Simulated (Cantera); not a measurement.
Input: 1 mol Si2H6, 0.02 mol Cl2, 190 mol H2, equilibrated at 1275 °C and 1900 Pa.

Cantera equilibrium calculation (NASA polynomials, part measured and part estimated; ideal gas, pure solids and liquids). Candidate condensed phases: Si; 19 gas species. The feed counts by its element totals alone. Kinetics and transport are ignored.

Task: What is the equilibrium state?

Result: 
| Quantity | Value |
|---|---|
| x(H2) | 1.000 |
| x(H) | 0.000224 |
| x(HCl) | 0.000207 |
| x(SiH2) | 2.73e-6 |
| x(Si) | 1.68e-6 |
| n(Si(s)) | 2.00 mol |
| gas amount | 193.0 mol |
